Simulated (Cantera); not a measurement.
# Ignition delay

Mixture: CH₄ : O₂ : N₂ = 1 : 2 : 7.52 (molar parts), equivalence ratio 1.0, at 4.93 atm, adiabatic and at constant pressure. Ignition delay is the time to a rise of 400 K.

Model: GRI-Mech 3.0 (53 species, 325 reactions), integrated in Cantera.

| T0 (K) | delay (ms) |
|---|---|
| 1025 | 120 |
| 1100 | 38.9 |
| 1175 | 13.9 |
| 1250 | 5.32 |
| 1325 | 2.18 |
| 1400 | 0.944 |

```
Item                                                    Result
--------------------------------------------------  ----------
apparent activation energy between 1250 and 1400 K  170 kJ/mol
```
